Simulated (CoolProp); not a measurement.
Water at 293.15 K and 0.21 MPa flows at 0.85 m/s in a round tube of 6 mm bore and 0.25 µm roughness, fully developed (64/Re and Nu = 3.66 if laminar; Colebrook and Gnielinski if turbulent). Each further row changes one setting.

The numbers come from the reference Helmholtz-energy equation of state, Wagner 2002 in CoolProp.

| case | Reynolds number | Darcy friction factor | pressure drop (Pa/m) | heat-transfer coefficient (W/(m² K)) | mass flow (kg/h) |
|---|---|---|---|---|---|
| as stated | 5080 | 0.0373 | 2240 | 4020 | 86.4 |
| velocity 1.7 m/s | 10200 | 0.0308 | 7410 | 7960 | 173 |
| diameter 12 mm | 10200 | 0.0308 | 925 | 3980 | 345 |

Viscosity comes from a separate model (Huber 2009). Thermal conductivity comes from a separate model (Huber 2012).
